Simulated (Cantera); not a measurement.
A Cantera script and its output.

```python
import numpy as np
import cantera as ct

gas = ct.Solution("gri30.yaml")
gas.TPX = 375, 520000, {'CO': 1, 'H2': 0.41, 'CH4': 0.031, 'O2': 0.548, 'N2': 1.59}
flame = ct.FreeFlame(gas, width=0.013)
flame.set_refine_criteria(ratio=3, slope=0.08, curve=0.16)
flame.transport_model = "mixture-averaged"
flame.solve(loglevel=0, auto=True)
flame.transport_model = "multicomponent"
flame.soret_enabled = True
flame.solve(loglevel=0, refine_grid=True)
z, T = flame.grid, flame.T
thick = (T[-1] - T[0]) / np.gradient(T, z).max()
show = ['CO', 'H2', 'CH4', 'O2', 'CO2', 'OH']
print(f"laminar burning velocity  {flame.velocity[0] * 100:.3f} cm/s")
print(f"burnt temperature         {T[-1]:.1f} K")
print(f"thermal thickness         {thick * 1e3:.4f} mm")
print(f"grid points               {len(z)}")
z0 = z[flame.heat_release_rate.argmax()]
print(f"{'z/mm':>9s}{'T/K':>9s}{'u/(m/s)':>9s}" + "".join(f"{s:>11s}" for s in show))
rows = []
for k in (-3, -2, -1.5, -1, -0.5, -0.25, 0, 0.25, 0.5, 1, 2, 4, 8):
    zz = z0 + k * thick
    rows.append([k * thick, np.interp(zz, z, T), np.interp(zz, z, flame.velocity),
                 *(np.interp(zz, z, flame.X[gas.species_index(s)]) for s in show)])
    print(f"{rows[-1][0] * 1e3:9.3f}{rows[-1][1]:9.1f}{rows[-1][2]:9.3f}" + "".join(f"{x:11.3e}" for x in rows[-1][3:]))
```

Output:

```
laminar burning velocity  154.218 cm/s
burnt temperature         2603.0 K
thermal thickness         0.0581 mm
grid points               136
     z/mm      T/K  u/(m/s)         CO         H2        CH4         O2        CO2         OH
   -0.174    375.0    1.542  2.794e-01  1.144e-01  8.663e-03  1.531e-01  4.231e-10  2.126e-15
   -0.116    375.0    1.541  2.797e-01  1.137e-01  8.670e-03  1.533e-01  1.865e-08  8.935e-14
   -0.087    375.3    1.538  2.804e-01  1.114e-01  8.689e-03  1.537e-01  4.593e-07  3.268e-12
   -0.058    377.9    1.537  2.827e-01  1.039e-01  8.738e-03  1.550e-01  9.467e-06  2.844e-10
   -0.029    478.9    1.894  2.889e-01  7.485e-02  8.444e-03  1.569e-01  1.601e-03  7.298e-06
   -0.015    906.4    3.536  2.778e-01  5.583e-02  6.677e-03  1.376e-01  1.641e-02  7.165e-04
    0.000   1420.7    5.480  2.513e-01  3.527e-02  2.600e-03  9.623e-02  4.981e-02  2.857e-03
    0.015   1743.0    6.628  2.173e-01  2.082e-02  2.807e-04  5.719e-02  9.169e-02  6.754e-03
    0.029   1920.1    7.198  1.892e-01  1.662e-02  1.283e-05  3.671e-02  1.256e-01  9.498e-03
    0.058   2106.7    7.763  1.620e-01  1.685e-02  3.263e-08  2.249e-02  1.591e-01  1.132e-02
    0.116   2277.0    8.288  1.487e-01  1.664e-02  1.647e-12  1.491e-02  1.766e-01  1.122e-02
    0.232   2415.8    8.713  1.415e-01  1.514e-02  6.018e-14  9.714e-03  1.867e-01  9.676e-03
    0.465   2514.9    9.006  1.352e-01  1.387e-02  5.188e-14  5.690e-03  1.954e-01  7.622e-03
```

Computed with Cantera and GRI-Mech 3.0 (53 species, 325 reactions). Burning velocities carry a grid error of a few per cent, more on coarse grids.
